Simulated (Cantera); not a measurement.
Input: 1 mol B₂O₃, 3.9 mol N₂, 0.25 mol H₂, at 1000 Pa.

Cantera equilibrium calculation (NASA polynomials, part measured and part estimated; ideal gas, pure solids and liquids). Candidate condensed phases: B, BN, B₂O₃, B₃O₃H₃, H₂O; 39 gas species. The numbers say what is thermodynamically allowed, not how fast it happens. All values below are at 1775 °C.

Base state: N₂ 0.750, B₂O₃ 0.159, HBO₂ 0.0316, H₂ 0.0260, BO 0.0147, HBO 0.00761, B₂O₂ 0.00567, H 0.00361 (mole fractions); condensed: gas only.

Task: What changes in the equilibrium state with this change: H₂ from 0.25 to 120 mol?

Result: 
| species | before | after |
|---|---|---|
| H₂ | 0.0260 | 0.929 |
| N₂ | 0.750 | 0.0308 |
| H | 0.00361 | 0.0216 |
| B₂O₃ | 0.159 | 0.000585 |
| HBO₂ | 0.0316 | 0.00409 |
| BO | 0.0147 | 0.00249 |
| HBO | 0.00761 | 0.00773 |
| BO₂ | 0.000577 | 1.25e-5 |
| B₂O₂ | 0.00567 | 0.000163 |
